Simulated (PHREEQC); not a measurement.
Solution (20 °C): 0.14 mol HF, 0.0055 mol KF and 0.00028 mol H3PO4 per kg of water. Closed to the air; pH follows from the charge balance.

All values are PHREEQC results (ion-association model, wateq4f.dat), not measurements.

Each row changes one thing in this solution. Precipitation was switched off in this run.

```json
[
 {"case": "as made", "pH": "2.16", "ionic strength (mol/kgw)": "0.0132", "HF (mol/kgw)": "0.0846", "H2F2 (mol/kgw)": "0.0224", "F- (mol/kgw)": "0.00996", "HF2- (mol/kgw)": "0.00311"},
 {"case": "KF from 0.0055 to 0.055 mol/kgw", "pH": "2.76", "ionic strength (mol/kgw)": "0.0570", "HF (mol/kgw)": "0.0822", "H2F2 (mol/kgw)": "0.0213", "F- (mol/kgw)": "0.0435", "HF2- (mol/kgw)": "0.0133"},
 {"case": "diluted 10-fold with water", "pH": "2.59", "ionic strength (mol/kgw)": "0.00329", "HF (mol/kgw)": "0.0105", "H2F2 (mol/kgw)": "0.000342", "F- (mol/kgw)": "0.00315", "HF2- (mol/kgw)": "0.000121"},
 {"case": "temperature from 20 to 70 °C", "pH": "2.29", "ionic strength (mol/kgw)": "0.0112", "HF (mol/kgw)": "(withheld)", "H2F2 (mol/kgw)": "0.00632", "F- (mol/kgw)": "0.00726", "HF2- (mol/kgw)": "0.00376"},
 {"case": "HF from 0.14 to 0.126 mol/kgw", "pH": "2.18", "ionic strength (mol/kgw)": "0.0127", "HF (mol/kgw)": "0.0780", "H2F2 (mol/kgw)": "0.0190", "F- (mol/kgw)": "0.00977", "HF2- (mol/kgw)": "(withheld)"},
 {"case": "temperature from 20 to 10 °C", "pH": "2.15", "ionic strength (mol/kgw)": "0.0134", "HF (mol/kgw)": "0.0771", "H2F2 (mol/kgw)": "0.0262", "F- (mol/kgw)": "0.0105", "HF2- (mol/kgw)": "0.00270"},
 {"case": "temperature from 20 to 35 °C", "pH": "2.18", "ionic strength (mol/kgw)": "0.0128", "HF (mol/kgw)": "0.0959", "H2F2 (mol/kgw)": "0.0167", "F- (mol/kgw)": "0.00910", "HF2- (mol/kgw)": "0.00359"},
 {"case": "H3PO4 replaced by Na3PO4 at the same molality", "pH": "2.17", "ionic strength (mol/kgw)": "0.0138", "HF (mol/kgw)": "0.0843", "H2F2 (mol/kgw)": "0.0222", "F- (mol/kgw)": "0.0104", "HF2- (mol/kgw)": "(withheld)"},
 {"case": "0.1 mol/kgw Na2HAsO4 added", "pH": "3.57", "ionic strength (mol/kgw)": "(withheld)", "HF (mol/kgw)": "0.0239", "H2F2 (mol/kgw)": "0.00187", "F- (mol/kgw)": "0.0949", "HF2- (mol/kgw)": "0.00876"}
]
```

Question: Some entries are withheld; supply them.

Answer: 
- temperature from 20 to 70 °C, HF (mol/kgw): 0.118
- HF from 0.14 to 0.126 mol/kgw, HF2- (mol/kgw): 0.00281
- H3PO4 replaced by Na3PO4 at the same molality, HF2- (mol/kgw): 0.00323
- 0.1 mol/kgw Na2HAsO4 added, ionic strength (mol/kgw): 0.201

H3PO4, which wateq4f.dat lacks, is added to it with the constant of phreeqc.dat. Away from 25 °C the constants follow the database's enthalpies or fits; those with neither stay at their 25 °C values.
